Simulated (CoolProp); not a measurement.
Saturation properties of ammonia (Tc = 132.4 °C, pc = 11.36 MPa, ω = 0.256).

Model: reference Helmholtz-energy equation of state, Gao 2020, in CoolProp.

| T (°C) | p (MPa) | enthalpy of vaporisation (kJ/kg) | liquid cp (kJ/(kg K)) |
|---|---|---|---|
| 43.45 | 1.709 | 1083 | 4.976 |
| 49.75 | 2.020 | 1052 | 5.065 |
| 56.05 | 2.372 | 1019 | 5.168 |
| 62.35 | 2.768 | 984.6 | 5.290 |
| 68.55 | 3.204 | 948.2 | 5.434 |
| 74.85 | 3.697 | 908.6 | 5.611 |
| 81.15 | 4.246 | 866.2 | 5.831 |
| 87.45 | 4.853 | 820.4 | 6.112 |

It boils at -33.3 °C under 1 atm.
